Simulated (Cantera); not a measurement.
Charge: 1 mol SiC, 0.62 mol H2O, 24 mol H2, equilibrated at 1800 K and 750 Torr.

Cantera equilibrium calculation (NASA polynomials, part measured and part estimated; ideal gas, pure solids and liquids). Candidate condensed phases: C, C6H6, C7H8, C8H18, H2O, Si, SiC, SiO2; 123 gas species. The numbers say what is thermodynamically allowed, not how fast it happens.

Base state: H2 0.975, SiO 0.0123, CO 0.0122, H 0.000354, CH4 5.44e-5, H2O 4.57e-5 (mole fractions); condensed: SiC(s).

**Question.** What changes in the equilibrium state with this change: SiC replaced by Si3N4?

**Answer.** 
| species | before | after |
|---|---|---|
| H2 | 0.975 | 0.990 |
| N2 | 0 | 0.00881 |
| H | 0.000354 | 0.000356 |
| CO | 0.0122 | 0 |
| SiO | 0.0123 | 0.000328 |
| CH4 | 5.44e-5 | 0 |
| H2O | 4.57e-5 | 4.02e-7 |
| SiH2 | 9.45e-6 | 2.96e-5 |
| SiC(s), mol | 0.690 | 0 |
| Si(l), mol | 0 | 0.0133 |
| Si2N2O(s), mol | 0 | 0.612 |
| Si3N4(s), mol | 0 | 0.585 |
Mutual solubility and eutectic melting of coexisting phases are not modelled. Gases not in the tables: Si2H6 and higher silanes. Further candidate phases: Si2N2O, Si3N4.
